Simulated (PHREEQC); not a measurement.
A solution holds 0.024 mol TMAH, 0.0014 mol K2SiO3 and 0.037 mol (CH3)4NCl per kg of water, at 25 °C. Closed to the air; pH follows from the charge balance.

All values are PHREEQC results (ion-association model, phreeqc.dat), not measurements.

No solid was allowed to form.

Q: Estimate the pH.

A: pH 12.30.

Q: In which forms is Si present?

A: H3SiO4- 80 %, H2SiO4-2 20 % of the Si.

Species that the database lacks are ignored. (CH3)4N+ isn't in the database: it is added as a free cation with an ion size of 4 Å.
